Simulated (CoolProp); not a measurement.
Model: reference Helmholtz-energy equation of state, Thol 2014, in CoolProp.

Problem. Give the vapour pressure (MPa), liquid density (kg/m³), vapour density (kg/m³), enthalpy of vaporisation (kJ/kg) of saturated diethyl ether at 308.9, 363.6 K.

Solution. 
```csv
T (K),p (MPa),liquid density (kg/m³),vapour density (kg/m³),enthalpy of vaporisation (kJ/kg)
308.9,0.106,695,3.21,357
363.6,0.523,624,14.9,302
```
